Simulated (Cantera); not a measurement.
## Equilibrium for nitride etching: BN + Cl2

Feed: 1 mol BN, a varied amount of Cl2, at 1700 °C and 1.00 bar.

These are equilibrium values from Cantera (NASA tables, ideal gas, pure condensed phases), not measurements of a reactor. Candidate condensed phases: B, BN; 10 gas species. The tables' values for BCl2 are old estimates; treat these amounts as uncertain. The numbers say what is thermodynamically allowed, not how fast it happens.

From 2.1 mol Cl2 to 41 mol Cl2 nothing is condensed. The main B-bearing gas is BCl3 throughout.

```json
[
 {"n(Cl2) (mol)": "2.1", "x Cl2": "0.131", "x Cl": "0.241", "x BCl3": "0.419", "x N2": "0.209", "x BCl2": "0.000202", "x BCl": "3.92e-7"},
 {"n(Cl2) (mol)": "3.1", "x Cl2": "0.260", "x Cl": "0.339", "x BCl3": "0.268", "x N2": "0.134", "x BCl2": "9.20e-5", "x BCl": "1.27e-7"},
 {"n(Cl2) (mol)": "4.8", "x Cl2": "0.354", "x Cl": "0.395", "x BCl3": "0.167", "x N2": "0.0836", "x BCl2": "4.92e-5", "x BCl": "5.80e-8"},
 {"n(Cl2) (mol)": "7.4", "x Cl2": "0.413", "x Cl": "0.427", "x BCl3": "0.106", "x N2": "0.0531", "x BCl2": "2.89e-5", "x BCl": "3.16e-8"},
 {"n(Cl2) (mol)": "11", "x Cl2": "0.449", "x Cl": "0.445", "x BCl3": "0.0707", "x N2": "0.0353", "x BCl2": "1.85e-5", "x BCl": "1.93e-8"},
 {"n(Cl2) (mol)": "17", "x Cl2": "0.474", "x Cl": "0.458", "x BCl3": "0.0454", "x N2": "0.0227", "x BCl2": "1.15e-5", "x BCl": "1.17e-8"},
 {"n(Cl2) (mol)": "27", "x Cl2": "0.492", "x Cl": "0.466", "x BCl3": "0.0284", "x N2": "0.0142", "x BCl2": "7.09e-6", "x BCl": "7.10e-9"},
 {"n(Cl2) (mol)": "41", "x Cl2": "0.501", "x Cl": "0.471", "x BCl3": "0.0186", "x N2": "0.00933", "x BCl2": "4.61e-6", "x BCl": "4.57e-9"}
]
```
x: gas mole fraction; nothing condenses.
